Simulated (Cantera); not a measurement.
**Reactions in the system Cr-H-N-O**

Cantera with NASA thermochemical tables; ideal gases at 1 bar, condensed phases pure. Values are per mole of reaction as written; species without (g) are pure solids or liquids, kept so even where they would boil at 1 bar.

7 CrO₃(g) + 6 NH₃(g) = 7 Cr + 6 NO₂(g) + 9 H₂O(g)

```
T (K)  ΔH° (kJ)  ΔS° (J/K)  ΔG° (kJ)  log10 K  condensed phases
-----  --------  ---------  --------  -------  ----------------
300       354.7      286.3     268.8   -46.80             Cr(s)
1848      441.8      371.9    -245.5     6.94             Cr(s)
1923      453.3      378.0    -273.7     7.43             Cr(s)
1998      465.7      384.4    -302.3     7.90             Cr(s)
2073      479.1      391.0    -331.3     8.35             Cr(s)
2148      635.0      464.2    -362.1     8.81             Cr(l)
2223      641.5      467.2    -397.0     9.33             Cr(l)
2298      648.0      470.1    -432.2     9.82             Cr(l)
2373      654.7      472.9    -467.5    10.29             Cr(l)
2448      661.4      475.7    -503.1    10.74             Cr(l)
```
